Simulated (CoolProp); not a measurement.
CF4 (R14) at 343.93 K and 0.707 MPa flows at 0.24 m/s in a round tube of 2 mm bore and 0.25 µm roughness, fully developed (64/Re and Nu = 3.66 if laminar; Colebrook and Gnielinski if turbulent). Each further row changes one setting.

The numbers come from the reference Helmholtz-energy equation of state, Platzer 1990 in CoolProp. This equation is an older, rougher fit.

```csv
case,Reynolds number,Darcy friction factor,pressure drop (Pa/m),heat-transfer coefficient (W/(m² K)),mass flow (kg/h)
as stated,537,0.119,37.9,36.5,0.0599
velocity 0.48 m/s,1070,0.0595,75.7,36.5,0.120
diameter 4 mm,1070,0.0595,9.47,18.2,0.240
```

Viscosity comes from a separate model (Huber 2003), an estimate that may be off by 10 % or more. Thermal conductivity comes from a separate model (Huber 2003), an estimate that may be off by 10 % or more.
